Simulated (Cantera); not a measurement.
Charge: 1 mol Si3N4, 0.066 mol O2, 590 mol H2, at 1727 °C and 7.40 bar.

Method: chemical equilibrium by Gibbs-energy minimisation in Cantera with the NASA 1993 tables (ideal gas, pure condensed phases). Candidate condensed phases: H2O, Si, SiO2, Si2N2O, Si3N4; 35 gas species. Gases not in the tables: Si2H6 and higher silanes. The numbers say what is thermodynamically allowed, not how fast it happens.

Base state: H2 0.996, N2 0.00337, H 0.000597, SiO 0.000222, SiH2 0.000106, SiH 1.08e-5 (mole fractions); condensed: Si(l).

Question: What changes in the equilibrium state with this change: pressure from 7.40 bar to 0.000400 bar?

Answer: 
```
species       before     after
----------  --------  --------
H2             0.996     0.914
H           0.000597    0.0777
Si           5.88e-6   0.00456
SiH2        0.000106   4.07e-6
SiH          1.08e-5   5.92e-5
N2           0.00337   0.00323
SiO         0.000222  0.000213
Si(l), mol      2.79         0
```
